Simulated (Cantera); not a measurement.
What does this Cantera script print?

```python
import numpy as np
import cantera as ct

gas_names = """
    B BH BH2 BH3 BN BO BO2 B2 B2O B2O2 B2O3 B3O3H3 H HBO HBO2 HNO HNO2 HNO3 HO2 H2 H2O H2O2 H3B3O6 N NH
    NH2 NH3 NH2OH NO NO2 NO3 N2 N2H2 N2H4 N2O O OH O2 O3
""".split()
cond_names = """
    B(b) B(L) BN(s) B2O3(L) B3O3H3(cr) H2O(s) H2O(L)
""".split()


# ... load() reads the species with a 1 bar reference pressure and builds the phases ...
atoms = {
    'borazine': {'B': 3, 'N': 3, 'H': 6},
    'O2': {'O': 2},
    'N2': {'N': 2},
}
top_T = {'BN(s)': 3200}  # K; cautious upper limits of use, not melting points


# ... equilibrate(T, P, feed) seeds the gas with the atoms and calls Mixture.equilibrate('TP', solver="vcs", rtol=1e-11, max_steps=5000) ...
results = []
feed = {'borazine': 1, 'O2': 0.22, 'N2': 62}  # mol
T = 1098  # K
P = 133.322  # Pa
mix = equilibrate(T, P, feed)
results.append((T, P, feed, dict(zip(mix.species_names, mix.species_moles))))
print(gas.report(threshold=0.001))
for i in range(1, mix.n_phases):
    print(f"{mix.phase(i).name:16s} {mix.phase_moles(i):12.5e} mol")
```

It prints:

```
       temperature   1098 K
          pressure   133.32 Pa
           density   0.00039165 kg/m^3
  mean mol. weight   26.818 kg/kmol
   phase of matter   gas

                          1 kg             1 kmol
                     ---------------   ---------------
          enthalpy         9.179e+05        2.4617e+07  J
   internal energy        5.7748e+05        1.5487e+07  J
           entropy             10627          2.85e+05  J/K
    Gibbs function       -1.0751e+07       -2.8831e+08  J
 heat capacity c_p            1232.6             33057  J/K
 heat capacity c_v            922.61             24743  J/K

                      mass frac. Y      mole frac. X     chem. pot. / RT
                     ---------------   ---------------   ---------------
                H2          0.003457          0.045988           -27.443
                N2           0.99646           0.95393           -31.776
     [  +37 minor]         8.364e-05        7.8795e-05

B(b)              0.00000e+00 mol
BN(s)             2.70936e+00 mol
B2O3(L)           1.44268e-01 mol
B3O3H3(cr)        0.00000e+00 mol
```

Cantera equilibrium calculation (NASA polynomials, part measured and part estimated; ideal gas, pure solids and liquids). The feed counts by its element totals alone. Mutual solubility and eutectic melting of coexisting phases are not modelled.
